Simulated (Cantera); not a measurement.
Charge: 1 mol Cu₂O, 8.2 mol H₂, equilibrated at 1473.15 K.

These are equilibrium values from Cantera (NASA tables, ideal gas, pure condensed phases), not measurements of a reactor. Candidate condensed phases: Cu, CuO, Cu(OH)₂, Cu₂O, H₂O; 12 gas species. The numbers say what is thermodynamically allowed, not how fast it happens.

### Question
At 68.0 Pa, list the 4 most abundant gas species with their mole fractions, and the condensed phases.

### Answer
H₂ 0.871, H₂O 0.121, Cu 0.00763, H 0.000454. Condensed: Cu(l).
